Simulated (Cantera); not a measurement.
Cantera run:

```python
import numpy as np
import cantera as ct

gas_names = [...]  # 130 gases of nasa_gas.yaml made of C, H, Mg, O, S
cond_names = """
    C(gr) C6H6(L) C7H8(L) C8H18(L),n-octa H2O(s) H2O(L) H2SO4(L) Mg(cr) Mg(L) MgCO3(s) MgO(s) MgO(L)
    MgO2H2(s) MgS(s) MgSO4(s) MgSO4(L) S(cr1) S(cr2) S(L)
""".split()


# ... load() reads the species with a 1 bar reference pressure and builds the phases ...
atoms = {
    'MgCO3': {'Mg': 1, 'C': 1, 'O': 3},
    'H2S': {'H': 2, 'S': 1},
    'O2': {'O': 2},
}
top_T = {'C(gr)': 4500, 'MgS(s)': 2250}  # K; cautious upper limits of use, not melting points


# ... equilibrate(T, P, feed) seeds the gas with the atoms and calls Mixture.equilibrate('TP', solver="vcs", rtol=1e-11, max_steps=5000) ...
results = []
feed = {'MgCO3': 1, 'H2S': 0.36, 'O2': 2.4}  # mol
P = 1800  # Pa
for T in [1173, 1223, 1273, 1323, 1373, 1423, 1473, 1523, 1573, 1623, 1673, 1723, 1773, 1823]:
    mix = equilibrate(T, P, feed)
    results.append((T, P, feed, dict(zip(mix.species_names, mix.species_moles))))

top = {s: max(r[3][s] / sum(r[3][g] for g in gas_names) for r in results) for s in gas_names}
cols = sorted((s for s in top if top[s] > 1e-05), key=lambda s: -top[s])[:7]
seen = [c for c in cond_names if any(r[3].get(c, 0) > 1e-12 for r in results)]
print("log10 of partial pressures in bar; condensed amounts in mol")
print(f"{'T/K':>10s}" + "".join(f"{s[:9]:>10s}" for s in cols + seen))
for T, P, feed, n in results:
    ng = sum(n[g] for g in gas_names)
    print(f"{T:10.4g}" + "".join(f"{np.log10(max(n[s] / ng * P / 1e5, 1e-99)):10.3f}" for s in cols)
          + "".join(f"{n.get(c, 0):10.4g}" for c in seen))
```

It prints:

```
log10 of partial pressures in bar; condensed amounts in mol
       T/K        O2       CO2       H2O       SO2       SO3        OH         O    MgO(s)
      1173    -2.030    -2.298    -2.742    -2.755    -4.263    -6.896    -8.870         1
      1223    -2.030    -2.298    -2.742    -2.751    -4.435    -6.600    -8.408         1
      1273    -2.029    -2.298    -2.742    -2.748    -4.594    -6.327    -7.983         1
      1323    -2.029    -2.298    -2.742    -2.746    -4.742    -6.074    -7.590         1
      1373    -2.029    -2.298    -2.742    -2.745    -4.879    -5.840    -7.225         1
      1423    -2.029    -2.299    -2.742    -2.745    -5.006    -5.623    -6.885         1
      1473    -2.029    -2.299    -2.743    -2.744    -5.125    -5.420    -6.569         1
      1523    -2.029    -2.299    -2.743    -2.744    -5.236    -5.230    -6.273         1
      1573    -2.029    -2.299    -2.743    -2.743    -5.340    -5.053    -5.996         1
      1623    -2.029    -2.299    -2.744    -2.743    -5.437    -4.887    -5.736         1
      1673    -2.030    -2.299    -2.745    -2.743    -5.528    -4.730    -5.491         1
      1723    -2.030    -2.299    -2.746    -2.743    -5.614    -4.583    -5.260         1
      1773    -2.030    -2.300    -2.747    -2.743    -5.695    -4.445    -5.042         1
      1823    -2.030    -2.300    -2.749    -2.743    -5.771    -4.314    -4.837         1
```

Equilibrium computed with Cantera from the NASA thermochemical tables; the gas is ideal and each condensed phase is pure.
